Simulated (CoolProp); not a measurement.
A single-stage vapour-compression cycle with cis-2-butene: evaporating at 259.15 K (dew point), condensing at 321.15 K (bubble point), superheat 0 K, subcooling 5 K, compressor efficiency 0.65, no pressure losses. Each further row changes one setting.

Computed with CoolProp (reference Helmholtz-energy equation of state, Lemmon 2005). It is a short technical equation, of lower accuracy than the large ones.

```
case                              cooling COP  pressure ratio  discharge temperature (K)  refrigerating effect (kJ/kg)  volumetric capacity (kJ/m³)
--------------------------------  -----------  --------------  -------------------------  ----------------------------  ---------------------------
as stated                                2.23            8.66                      357.7                           305                          398
evaporating temperature 264.15 K         2.52             [?]                        [?]                           [?]                          [?]
condensing temperature 316.15 K           [?]            7.54                      351.3                           317                          413
subcooling 10 K                           [?]            8.66                      357.7                           317                          413
superheat 10 K                           2.23            8.66                      368.5                           319                          398
compressor efficiency 0.55                [?]            8.66                      371.6                           305                          398
```

### Question
What belongs in the gaps?

### Answer

- evaporating temperature 264.15 K, pressure ratio: 6.97
- evaporating temperature 264.15 K, discharge temperature (K): 353.4
- evaporating temperature 264.15 K, refrigerating effect (kJ/kg): 311
- evaporating temperature 264.15 K, volumetric capacity (kJ/m³): 496
- condensing temperature 316.15 K, cooling COP: 2.48
- subcooling 10 K, cooling COP: 2.31
- compressor efficiency 0.55, cooling COP: 1.88
